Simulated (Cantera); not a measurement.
A perfectly stirred reactor is fed with 21.9 % H2, 15.6 % O2, 62.5 % N2, equivalence ratio 0.70, at 750 Torr; it is held at 825 K, and followed from long to short residence time.

Computed with Cantera and the H2/O2 subset of GRI-Mech 3.0, which has no nitrogen chemistry. Below about 950 K walls govern HO2 and H2O2 in real vessels. The temperature is held fixed by assumption; the heat of reaction is taken as removed at once.

Question: Predict: x(H2) at τ = 20.0 s; x(O2) at τ = 20.0 s; x(H2O) at τ = 20.0 s; x(HO2) at τ = 20.0 s; x(H2O2) at τ = 20.0 s; x(H2) at τ = 0.170 s; x(O2) at τ = 0.170 s; x(H2O) at τ = 0.170 s; x(HO2) at τ = 0.170 s; x(H2O2) at τ = 0.170 s.

Answer: x(H2) at τ = 20.0 s: 0.171
x(O2) at τ = 20.0 s: 0.133
x(H2O) at τ = 20.0 s: 0.0524
x(HO2) at τ = 20.0 s: 1.09e-5
x(H2O2) at τ = 20.0 s: 0.000809
x(H2) at τ = 0.170 s: 0.219
x(O2) at τ = 0.170 s: 0.156
x(H2O) at τ = 0.170 s: 2.67e-7
x(HO2) at τ = 0.170 s: 1.84e-7
x(H2O2) at τ = 0.170 s: 3.88e-7
